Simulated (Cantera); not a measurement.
Charge: 1 mol SiH2Cl2, 0.9 mol N2, held at 575 °C and 1.00 bar.

Cantera equilibrium calculation (NASA polynomials, part measured and part estimated; ideal gas, pure solids and liquids). Candidate condensed phases: NH4Cl, Si, Si3N4; 28 gas species. N2 is the only nitrogen source here; it is nearly inert below about 1500 K, so the nitride shown seldom forms there in practice. Kinetics and transport are ignored.

Question: What is the equilibrium state?

Answer: 
| Quantity | Result |
|---|---|
| x(H2) | 0.317 |
| x(HCl) | 0.309 |
| x(N2) | 0.216 |
| x(SiCl4) | 0.158 |
| x(SiHCl3) | 0.000264 |
| x(NH3) | 0.000156 |
| n(Si3N4(s)) | 0.221 mol |
| gas amount | 2.121 mol |
| log10 activity of Si(s) (absent) | -9.08 |
